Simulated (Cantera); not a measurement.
An adiabatic, constant-volume homogeneous reactor starts with 3.81 % C2H4, 16.6 % O2, 62.1 % N2, 17.5 % CO2, equivalence ratio 0.69, at 1225 K and 35000 Pa.

Cantera simulation using GRI-Mech 3.0 (53 species, 325 reactions); the numbers are that mechanism's predictions, not measurements. GRI-Mech 3.0 was tuned for natural gas; its chemistry of ethylene as a main component is partial and can be far from experiment.

Question: Predict: time of steepest temperature rise; temperature at 2.00 s; equilibrium temperature; x(O2) at 2.00 s; x(CO2) at 2.00 s; x(HCO) at 2.00 s.

Answer: 
| Quantity | Result |
|---|---|
| time of steepest temperature rise | 0.506 ms |
| temperature at 2.00 s | 2406 K |
| equilibrium temperature | 2406 K |
| x(O2) at 2.00 s | 0.0563 (gas-phase equilibrium 0.0563) |
| x(CO2) at 2.00 s | 0.222 (gas-phase equilibrium 0.222) |
| x(HCO) at 2.00 s | 2.03e-9 (gas-phase equilibrium 2.03e-9) |
